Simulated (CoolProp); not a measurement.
A simple Rankine cycle with the fluoroketone C6F12O (FK-5-1-12): condensing at 314.15 K, boiler at 0.4 MPa, turbine inlet 370.7 K, turbine efficiency 0.7, pump efficiency 0.6, no recuperator. Each further row changes one setting.

Model: reference Helmholtz-energy equation of state, McLinden 2015, in CoolProp.

| case | thermal efficiency (%) | net work (kJ/kg) | heat in (kJ/kg) | turbine exit temperature (K) | volume ratio over the turbine |
|---|---|---|---|---|---|
| as stated | 7.1 | 9.74 | 136 | 354.3 | (withheld) |
| turbine inlet 390.7 K | 6.7 | 10.5 | 156 | (withheld) | (withheld) |
| condensing temperature 306.15 K | 8.0 | (withheld) | (withheld) | 351.9 | 7.93 |
| boiler pressure 0.28 MPa | (withheld) | 7.94 | 139 | (withheld) | 3.88 |
| turbine efficiency 0.6 | 6.1 | 8.30 | 136 | 355.9 | (withheld) |

Task: Fill in the missing entries.

Result: 
- as stated, volume ratio over the turbine: 5.84
- turbine inlet 390.7 K, turbine exit temperature (K): 374.8
- turbine inlet 390.7 K, volume ratio over the turbine: 5.66
- condensing temperature 306.15 K, net work (kJ/kg): 11.6
- condensing temperature 306.15 K, heat in (kJ/kg): 145
- boiler pressure 0.28 MPa, thermal efficiency (%): 5.7
- boiler pressure 0.28 MPa, turbine exit temperature (K): 358.7
- turbine efficiency 0.6, volume ratio over the turbine: 5.86
